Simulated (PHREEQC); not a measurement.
HCl is added in steps, without added water, to 1 kg of water holding 0.001 mol H2SO4, 0.0011 mol Li2SO4 and 0.00057 mol MgSO4, at 23 °C. CO2 from the air is kept out. Only these solids could form: Bischofite, Brucite, Epsomite, Hexahydrite, Kieserite, MgCl2_4H2O.

Base run: PHREEQC, Pitzer model, pitzer.dat. Each further column changes one thing. The table gives HSO4- (mol/kgw).

```csv
HCl added (mol),base,database phreeqc.dat,"database phreeqc.dat, Debye-Hückel limiting law","database phreeqc.dat, metal-ligand complexes left out",database wateq4f.dat
0,0.000255,0.000261,0.000249,0.000271,0.000261
0.0014,0.000401,0.000412,0.000392,0.000427,0.000412
0.0028,0.000525,0.000542,0.000514,0.000561,0.000542
0.0049,0.000682,0.000708,0.000668,0.000731,0.000708
0.0063,0.000771,0.000803,0.000755,0.000827,0.000802
0.0077,0.000849,0.000887,0.000832,0.000913,0.000887
0.0091,0.000918,0.000963,0.000900,0.000989,0.000962
0.0112,0.00101,0.00106,0.000989,0.00109,0.00106
0.0126,0.00106,0.00112,0.00104,0.00115,0.00112
0.014,0.00111,0.00118,0.00109,0.00120,0.00118
```

 pitzer.dat has no redox and few complexes: it carries them in its interaction parameters. phreeqc.dat and wateq4f.dat share most of their constants, so their agreement is no independent check. Solids allowed in the column 'database wateq4f.dat': Brucite, Epsomite.
